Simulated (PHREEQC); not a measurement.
## Copper plating or etch bath

A solution holds 70 mmol/kgw CuCl2 and 0.043 mmol/kgw H3BO3, at 45 °C. Closed to the air; pH follows from the charge balance.

Model: ion-association model, wateq4f.dat, run in PHREEQC.

Precipitation was switched off in this run.

Question: What pH, ionic strength does the model give?

Answer: pH 4.11; ionic strength 0.179 mol/kgw.

Question: In which forms is Cu present?

Answer: Cu+2 78 %, CuCl+ 21 %, CuCl2 0.8 % of the Cu.

Saturation is exceeded, for instance for Atacamite; the values hold only as long as no solid forms. Constants without temperature data keep their 25 °C values here.
